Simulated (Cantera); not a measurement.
An isothermal, constant-pressure homogeneous reactor starts with 29.1 % H2, 33.8 % O2, 37.2 % N2, equivalence ratio 0.43, at 1125 K and 23000 Pa.

Computed with Cantera and GRI-Mech 3.0 (53 species, 325 reactions). The temperature is held fixed by assumption; the heat of reaction is taken as removed at once.

One state of this run: x H2 = 1.17e-7; x O2 = 0.225; x HO2 = 3.73e-8; x NO = 2.42e-6; x H2O2 = 2.71e-8. x: mole fraction; the columns are a selection and need not sum to one.

Question: Which value of t (s) does it belong to?
A) 1.13
B) 0.00176
C) 0.0854
D) 200

Answer: C, 0.0854
